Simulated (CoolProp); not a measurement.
Vapour-liquid equilibrium of propane (1) + R227EA (2) at 77.1 kPa; x and y are mole fractions of (1).

The numbers come from the multi-fluid Helmholtz-energy mixture model, Lemmon 2009 and Lemmon 2016; pair parameters Bell 2016 in CoolProp.

**Question.** Give the bubble temperature and the first vapour's composition at x = 0.65, 0.8, 0.95. Is there an azeotrope?

**Answer.** x = 0.65: -48.9 °C, y = 0.808; x = 0.8: -49.2 °C, y = 0.831; x = 0.95: -48.8 °C, y = 0.925. y crosses x between x = 0.8 and 0.95: the model has an azeotrope there.

The pair parameters rest on a limited set of measurements; away from them the model extrapolates. With so large a gap from Raoult's law the liquid may split in two, which this calculation doesn't test in full.
